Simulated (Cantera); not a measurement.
A perfectly stirred reactor is fed with 40.0 % NH3, 60.0 % H2, at 0.0132 atm; it is held at 2025 K, and followed from long to short residence time.

Computed with Cantera and the gas-phase N/H chemistry of the illustrative SiF4/NH3 mechanism in the Surface Chemkin manual (1991). Walls and surfaces, which speed up NH3 decomposition in real reactors, are not modelled.

Problem. Predict: x(NH3) at τ = 4.10 s; x(H2) at τ = 4.10 s; x(N2) at τ = 4.10 s; x(N2H2) at τ = 4.10 s; x(NH3) at τ = 0.120 s; x(H2) at τ = 0.120 s; x(N2) at τ = 0.120 s; x(N2H2) at τ = 0.120 s; x(N2H4) at τ = 0.120 s.

Solution. 
- x(NH3) at τ = 4.10 s: 0.0887
- x(H2) at τ = 4.10 s: 0.799
- x(N2) at τ = 4.10 s: 0.111
- x(N2H2) at τ = 4.10 s: 6.89e-7
- x(NH3) at τ = 0.120 s: 0.360
- x(H2) at τ = 0.120 s: 0.625
- x(N2) at τ = 0.120 s: 0.0138
- x(N2H2) at τ = 0.120 s: 3.77e-6
- x(N2H4) at τ = 0.120 s: 3.89e-9
